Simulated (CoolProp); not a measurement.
Ethanol along the isobar 16400 kPa: fugacity coefficient from the reference equation and from simpler models built on Tc = 514.7 K, pc = 6268 kPa, ω = 0.644; each cubic takes its own stable root.

The numbers come from the reference Helmholtz-energy equation of state, Schroeder 2014 in CoolProp.

```json
[
 {"T (K)": "289.8", "phase": "liquid", "reference": "0.0004310"},
 {"T (K)": "308.3", "phase": "liquid", "reference": "0.001220"},
 {"T (K)": "326.9", "phase": "liquid", "reference": "0.003025"},
 {"T (K)": "345.4", "phase": "liquid", "reference": "0.006644"},
 {"T (K)": "364", "phase": "liquid", "reference": "0.01327"},
 {"T (K)": "382.5", "phase": "liquid", "reference": "0.02424"},
 {"T (K)": "401.1", "phase": "liquid", "reference": "0.04124"},
 {"T (K)": "419.6", "phase": "liquid", "reference": "0.06557"},
 {"T (K)": "438.2", "phase": "liquid", "reference": "0.09867"},
 {"T (K)": "456.7", "phase": "liquid", "reference": "0.1408"},
 {"T (K)": "475.3", "phase": "liquid", "reference": "0.1925"},
 {"T (K)": "493.8", "phase": "liquid", "reference": "0.2525"}
]
```

### Question
How far does each simpler model (Redlich-Kwong, Soave-Redlich-Kwong, Peng-Robinson) lie from the reference over these 12 states: mean and median of the absolute difference, and the worst?

### Answer
- Redlich-Kwong: mean 342.2 %, median 170.4 %, worst +1347.1 % at 289.8 K and 16400 kPa
- Soave-Redlich-Kwong: mean 6.9 %, median 7.5 %, worst +9.2 % at 382.5 K and 16400 kPa
- Peng-Robinson: mean 3.8 %, median 3.9 %, worst +6.8 % at 345.4 K and 16400 kPa
